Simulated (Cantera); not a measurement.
A freely propagating, adiabatic, planar premixed flame of CH₃OH : O₂ : N₂ : H₂O = 1 : 1.58 : 5.94 : 2.4 (molar parts), unburnt at 398 K and 3680 Torr; mixture-averaged transport, grid criteria slope 0.08 and curve 0.16, no radiation.

Computed with Cantera and GRI-Mech 3.0 (53 species, 325 reactions). GRI-Mech 3.0 was tuned for natural gas; its chemistry of methanol as a main component is partial and can be far from experiment. Burning velocities carry a grid error of a few per cent, more on coarse grids.

Question: How do the results move with these cheaper or finer settings: unity-Lewis-number transport; multicomponent transport; multicomponent+Soret transport; grid criteria slope 0.5, curve 1; grid criteria slope 0.25, curve 0.5; grid criteria slope 0.03, curve 0.06?

Answer: 
| setting | laminar burning velocity | thermal thickness | peak x(CO) | peak x(HO₂) | grid points |
|---|---|---|---|---|---|
| as above | 14.6 cm/s | 0.243 mm | 0.0299 | 0.000742 | 126 |
| unity-Lewis-number transport | 15.8 cm/s | 0.220 mm | 0.0274 | 0.000617 | 126 |
| multicomponent transport | 15.2 cm/s | 0.244 mm | 0.0305 | 0.000758 | 126 |
| multicomponent+Soret transport | 15.0 cm/s | 0.246 mm | 0.0305 | 0.000753 | 129 |
| grid criteria slope 0.5, curve 1 | 16.3 cm/s | 0.276 mm | 0.0298 | 0.000689 | 30 |
| grid criteria slope 0.25, curve 0.5 | 15.2 cm/s | 0.254 mm | 0.0298 | 0.000724 | 48 |
| grid criteria slope 0.03, curve 0.06 | 14.4 cm/s | 0.239 mm | 0.0299 | 0.000748 | 298 |
The base run took roughly 22 core-seconds.
Unity Lewis numbers drop preferential diffusion, which matters most where H2 and H carry the flame; Soret adds thermal diffusion.
